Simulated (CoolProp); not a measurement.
A simple Rankine cycle with R245fa: condensing at 298.15 K, boiler at 2.11 MPa, turbine inlet 439 K, turbine efficiency 0.85, pump efficiency 0.7, no recuperator. Each further row changes one setting.

Computed with CoolProp (reference Helmholtz-energy equation of state, Akasaka 2015).

```tsv
case	thermal efficiency (%)	net work (kJ/kg)	heat in (kJ/kg)	turbine exit temperature (K)	volume ratio over the turbine
as stated	15.7	48.7	310	371.7	14.7
condensing temperature 290.15 K	17.0	54.4	320	365.5	19.8
boiler pressure 1.48 MPa	14.0	44.6	318	383.8	9.85
turbine efficiency 0.75	13.8	42.7	310	377.6	15.0
```
